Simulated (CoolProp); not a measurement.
Vapour-liquid equilibrium of R22 (1) + R152A (2) at 0.514 MPa; x and y are mole fractions of (1).

Computed with CoolProp (multi-fluid Helmholtz-energy mixture model, Kamei 1995 and Outcalt 1996; pair parameters Bell 2016).

```
x     bubble temperature (°C)  y at the bubble point  dew temperature at overall composition x (°C)  liquid density (mol/L)
----  -----------------------  ---------------------  ---------------------------------------------  ----------------------
0.05                     19.2                  0.073                                           19.4                   13.85
0.2                      16.4                  0.277                                           17.5                       …
0.35                     13.6                  0.461                                           15.3                       …
0.5                      10.7                  0.624                                           13.0                   14.31
0.65                        …                  0.765                                           10.2                       …
0.8                         …                  0.882                                            6.9                   14.61
0.95                      1.9                      …                                              …                       …
```

**Question.** Complete the blanks.

**Answer.** 
- 0.2, liquid density (mol/L): 14.00
- 0.35, liquid density (mol/L): 14.15
- 0.65, bubble temperature (°C): 7.8
- 0.65, liquid density (mol/L): 14.46
- 0.8, bubble temperature (°C): 4.8
- 0.95, y at the bubble point: 0.975
- 0.95, dew temperature at overall composition x (°C): 2.7
- 0.95, liquid density (mol/L): 14.74

No azeotrope shows between x = 0.05 and 0.95.

Pair parameters are fitted to limited data, so mixtures are less certain than the pure fluids.
